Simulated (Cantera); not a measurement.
Equilibrium for silicon oxide and oxynitride deposition: Si2H6 + O2

A closed system holds: 1 mol Si2H6, 0.96 mol O2, equilibrated at 62.0 Pa.

Cantera equilibrium calculation (NASA polynomials, part measured and part estimated; ideal gas, pure solids and liquids). Candidate condensed phases: H2O, Si, SiO2; 18 gas species. The feed counts by its element totals alone. Mutual solubility and eutectic melting of coexisting phases are not modelled. The tables hold silica as quartz up to 1696 K and as liquid above; real silica turns to tridymite and cristobalite and melts near 1996 K. Rates play no part.

```json
[
 {"T (K)": "723", "x H2": "1.00", "x SiO": "<1e-12", "x H": "3.39e-12", "x H2O": "<1e-12", "x Si": "<1e-12", "x SiH2": "<1e-12", "n Si(s)": "1.04", "n SiO2(α-quartz)": "0.960", "n SiO2(β-quartz)": "0"},
 {"T (K)": "823", "x H2": "1.00", "x SiO": "1.02e-10", "x H": "2.95e-10", "x H2O": "4.74e-12", "x Si": "<1e-12", "x SiH2": "<1e-12", "n Si(s)": "1.04", "n SiO2(α-quartz)": "0.960", "n SiO2(β-quartz)": "0"},
 {"T (K)": "923", "x H2": "1.00", "x SiO": "2.56e-8", "x H": "9.82e-9", "x H2O": "1.24e-10", "x Si": "<1e-12", "x SiH2": "8.30e-12", "n Si(s)": "1.04", "n SiO2(α-quartz)": "0", "n SiO2(β-quartz)": "0.960"},
 {"T (K)": "1023", "x H2": "1.000", "x SiO": "2.15e-6", "x H": "1.66e-7", "x H2O": "1.69e-9", "x Si": "<1e-12", "x SiH2": "1.80e-10", "n Si(s)": "1.04", "n SiO2(α-quartz)": "0", "n SiO2(β-quartz)": "0.960"},
 {"T (K)": "1123", "x H2": "1.000", "x SiO": "8.06e-5", "x H": "1.71e-6", "x H2O": "1.44e-8", "x Si": "1.04e-10", "x SiH2": "2.26e-9", "n Si(s)": "1.04", "n SiO2(α-quartz)": "0", "n SiO2(β-quartz)": "0.960"},
 {"T (K)": "1223", "x H2": "0.998", "x SiO": "0.00166", "x H": "1.21e-5", "x H2O": "8.49e-8", "x Si": "5.19e-9", "x SiH2": "1.87e-8", "n Si(s)": "1.04", "n SiO2(α-quartz)": "0", "n SiO2(β-quartz)": "0.958"},
 {"T (K)": "1323", "x H2": "0.979", "x SiO": "0.0213", "x H": "6.30e-5", "x H2O": "3.74e-7", "x Si": "1.43e-7", "x SiH2": "1.10e-7", "n Si(s)": "1.01", "n SiO2(α-quartz)": "0", "n SiO2(β-quartz)": "0.927"}
]
```
x: gas mole fraction; n: condensed amount in mol.

From 723 K to 823 K the condensed part is Si(s) + SiO2(α-quartz). From 923 K to 1323 K the condensed part is Si(s) + SiO2(β-quartz).
